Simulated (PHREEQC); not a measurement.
**Copper plating or etch bath (model solution)**

Dissolve 0.03 mol/kgw CuSO4 and 0.19 mol/kgw HNO3 at 25 °C. Closed to the air; pH follows from the charge balance.

All values are PHREEQC results (ion-association model, phreeqc.dat), not measurements.

No solid was allowed to form.

### Question
Estimate the pH, ionic strength, activity of water.

### Answer
pH 0.88; ionic strength 0.256 mol/kgw; activity of water 0.993.

### Question
In which forms is S present?

### Answer
HSO4- 76 %, SO4-2 16 %, CuSO4 7.2 % of the S.

Complexes and solids missing from the database can't appear.
